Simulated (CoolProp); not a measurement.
Computed with CoolProp (reference Helmholtz-energy equation of state, Lemmon 2006). It is a short technical equation, of lower accuracy than the large ones.

Q: For carbonyl sulfide, give the phase and the cp (kJ/(kg K)), cv (kJ/(kg K)), speed of sound (m/s) at 254.95 °C and 7750 kPa; 307.75 °C and 1560 kPa.

A: 
- 254.95 °C and 7750 kPa: supercritical; cp 1.00, cv 0.716, speed of sound 276
- 307.75 °C and 1560 kPa: gas; cp 0.866, cv 0.711, speed of sound 307
